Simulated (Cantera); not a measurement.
A perfectly stirred reactor is fed with H2 : O2 : N2 = 0.34 : 1 : 0.1 (molar parts), equivalence ratio 0.17, at 0.0263 atm; it is held at 1273 K, and followed from long to short residence time.

Model: GRI-Mech 3.0 (53 species, 325 reactions), integrated in Cantera. Radical loss at walls, strong at low pressure, is not modelled. The temperature is held fixed by assumption; the heat of reaction is taken as removed at once.

One state of this run: x H2 = 0.00782; x O2 = 0.625; x H = 0.0171; x NO2 = 1.77e-11; x HO2 = 1.59e-5; x OH = 0.00923; x O = 0.0267. x: mole fraction; the columns are a selection and need not sum to one.

### Question
Which value of τ (s) does it belong to?
(A) 0.0097
(B) 0.00026
(C) 1.2
(D) 0.032

### Answer
A, 0.0097
